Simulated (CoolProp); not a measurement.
The fluid at 395.01 K and 0.255 MPa expands adiabatically to 0.0242 MPa with isentropic efficiency 0.9. The same conditions are run with several fluids, on thermodynamics alone (safety and materials aside).

Model: reference Helmholtz-energy equation of state of each fluid (ethylene: Smukala 2000; c-C4F8 (RC318): Platzer 1990; isohexane: Lemmon 2006; sulfur dioxide: Gao 2016; carbon dioxide: Span 1996), in CoolProp. The equations of Platzer and Polt are older, rougher fits.

```tsv
fluid	work (kJ/kg)	final temperature (K)	final density (kg/m³)
ethylene	202	271.2	___
c-C4F8 (RC318)	___	___	1.64
isohexane	73.8	354.4	0.714
sulfur dioxide	85.4	258.3	0.727
carbon dioxide	124	251.4	0.511
```

Question: Some entries are withheld; supply them.

Answer: 
- ethylene, final density (kg/m³): 0.302
- c-C4F8 (RC318), work (kJ/kg): 32.5
- c-C4F8 (RC318), final temperature (K): 357.1
